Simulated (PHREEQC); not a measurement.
Synthetic water in mg/L, 20 °C, pH 3.62, pe 12.3: Na 70.1; K 0.0143; Ca 48.7; Mg 2.38; Cl 59.8; S(6) as SO4 418; Al 24; Si as SiO2 4.29; Sr 3.01; Fe(3) 43.8; Cd 20.3.

Na is adjusted to close the charge balance.
Valence states are taken as typed.

The numbers come from PHREEQC with the ion-association model, phreeqc.dat.

Task: The ionic strength comes out as 0.0134 mol/kgw. What activity coefficients do Na+, Mg+2, NaSO4-, Cd(SO4)2-2, CdCl+ get?

Result: Na+ 0.89, Mg+2 0.64, NaSO4- 0.89, Cd(SO4)2-2 0.63, CdCl+ 0.89.

No solid was allowed to form. Saturation is exceeded, for instance for Jarosite-K, Fe(OH)3(a); the values hold only as long as no solid forms. Species that the database lacks are ignored.
